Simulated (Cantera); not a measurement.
**MgF2 + H2O + H2 (halide evaporation, hydrolysis and transport)**

Feed: 1 mol MgF2, 4 mol H2O, a varied amount of H2, equilibrated at 477 °C and 13300 Pa.

These are equilibrium values from Cantera (NASA tables, ideal gas, pure condensed phases), not measurements of a reactor. Candidate condensed phases: H2O, Mg, MgF2, MgO, Mg(OH)2; 31 gas species. Equilibrium is a limit: real reactors are often held back by kinetics, nucleation or transport.

From 0.8 mol H2 to 30 mol H2 the condensed part is MgF2(s) + MgO(s).

| n(H2) (mol) | x H2 | x H2O | x HF | n MgF2(s) | n MgO(s) |
|---|---|---|---|---|---|
| 0.8 | 0.167 | 0.833 | 0.000120 | 1.000 | 0.000289 |
| 1.2 | 0.231 | 0.769 | 0.000116 | 1.000 | 0.000301 |
| 1.8 | 0.310 | 0.690 | 0.000110 | 1.000 | 0.000318 |
| 2.7 | 0.403 | 0.597 | 0.000102 | 1.000 | 0.000341 |
| 4 | 0.500 | 0.500 | 9.33e-5 | 1.000 | 0.000373 |
| 5.9 | 0.596 | 0.404 | 8.38e-5 | 1.000 | 0.000415 |
| 8.9 | 0.690 | 0.310 | 7.34e-5 | 1.000 | 0.000474 |
| 13 | 0.765 | 0.235 | 6.40e-5 | 0.999 | 0.000544 |
| 20 | 0.833 | 0.167 | 5.38e-5 | 0.999 | 0.000646 |
| 30 | 0.882 | 0.118 | 4.52e-5 | 0.999 | 0.000769 |
x: gas mole fraction; n: condensed amount in mol.
